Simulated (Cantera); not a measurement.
Cantera run:

```python
import numpy as np
import cantera as ct

gas_names = [...]  # 113 gases of nasa_gas.yaml made of C, H, O, Pb
cond_names = """
    C(gr) C6H6(L) C7H8(L) C8H18(L),n-octa H2O(s) H2O(L) Pb(cr) Pb(L) PbO(rd) PbO(yw) PbO(L) PbO2(s)
    Pb3O4(s)
""".split()


# ... load() reads the species with a 1 bar reference pressure and builds the phases ...
atoms = {
    'PbO': {'Pb': 1, 'O': 1},
    'C': {'C': 1},
    'H2': {'H': 2},
    'CH4': {'C': 1, 'H': 4},
}
top_T = {'C(gr)': 4500, 'Pb3O4(s)': 820}  # K; cautious upper limits of use, not melting points


# ... equilibrate(T, P, feed) seeds the gas with the atoms and calls Mixture.equilibrate('TP', solver="vcs", rtol=1e-11, max_steps=5000) ...
results = []
feed = {'PbO': 1, 'C': 4.6, 'H2': 11, 'CH4': 0.95}  # mol
T = 1850  # K
P = 260000  # Pa
mix = equilibrate(T, P, feed)
results.append((T, P, feed, dict(zip(mix.species_names, mix.species_moles))))
print(gas.report(threshold=0.0001))
for i in range(1, mix.n_phases):
    print(f"{mix.phase(i).name:16s} {mix.phase_moles(i):12.5e} mol")
```

Result:

```
       temperature   1850 K
          pressure   2.6e+05 Pa
           density   0.29705 kg/m^3
  mean mol. weight   17.574 kg/kmol
   phase of matter   gas

                          1 kg             1 kmol
                     ---------------   ---------------
          enthalpy        3.0116e+06        5.2924e+07  J
   internal energy        2.1363e+06        3.7542e+07  J
           entropy             10744        1.8882e+05  J/K
    Gibbs function       -1.6866e+07       -2.9639e+08  J
 heat capacity c_p            1892.9             33265  J/K
 heat capacity c_v            1419.7             24950  J/K

                      mass frac. Y      mole frac. X     chem. pot. / RT
                     ---------------   ---------------   ---------------
               CH4         0.0011596         0.0012702           -39.453
                CO           0.10705          0.067162           -36.371
    C2H2,acetylene        0.00033477        0.00022594           -23.629
                 H        1.7811e-05        0.00031052           -9.2129
                H2            0.0991           0.86386           -18.426
                Pb           0.79045          0.067042           -12.622
     [ +107 minor]         0.0018887        0.00013002

C(gr)             4.52449e+00 mol
Pb(L)             0.00000e+00 mol
PbO(L)            0.00000e+00 mol
```

Equilibrium computed with Cantera from the NASA thermochemical tables; the gas is ideal and each condensed phase is pure.
